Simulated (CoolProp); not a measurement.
1000 sccm (0 °C, 1 atm) of nitrogen bubbles through liquid p-xylene at 306.3 K and leaves saturated at a total pressure of 0.00892 MPa (ideal gas phase). Each further row changes one setting.

Computed with CoolProp (reference Helmholtz-energy equation of state, Zhou 2012).

| case | vapour pressure (kPa) | mole fraction of vapour | delivery (mg/min) | delivery (sccm) | change of delivery for a bath 1 K warmer (%) |
|---|---|---|---|---|---|
| as stated | 1.85 | ___ | ___ | ___ | ___ |
| bath temperature 311.3 K | 2.41 | ___ | 1760 | 371 | 7.4 |
| total pressure 0.0178 MPa | 1.85 | ___ | ___ | 116 | ___ |

Problem. Fill in the missing entries.

Solution. 
- as stated, mole fraction of vapour: 0.208
- as stated, delivery (mg/min): 1240
- as stated, delivery (sccm): 262
- as stated, change of delivery for a bath 1 K warmer (%): 7.1
- bath temperature 311.3 K, mole fraction of vapour: 0.271
- total pressure 0.0178 MPa, mole fraction of vapour: 0.104
- total pressure 0.0178 MPa, delivery (mg/min): 551
- total pressure 0.0178 MPa, change of delivery for a bath 1 K warmer (%): 6.2
